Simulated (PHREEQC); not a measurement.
Make-up at 44 °C: 0.0084 mol HF, 0.11 mol (NH4)2SiF6, 0.09 mol H3BO3 and 0.062 mol HCl per kg of water. Closed to the air; pH follows from the charge balance.

All values are PHREEQC results (ion-association model, phreeqc.dat), not measurements.

Q: The ionic strength comes out as 0.345 mol/kgw. What activity coefficients do Cl-, H+, NH4+, HF2-, SiF6-2 get?

A: Cl- 0.67, H+ 0.77, NH4+ 0.62, HF2- 0.72, SiF6-2 0.23.

Precipitation was switched off in this run. Examples of supersaturated solids here: SiO2(a), Quartz (slow to form). Others may be too. Species that the database lacks are ignored. Constants without temperature data keep their 25 °C values here. SiF6-2 is the database's only silicon fluoride. Real BF4- forms and hydrolyses slowly; the run takes it at equilibrium.
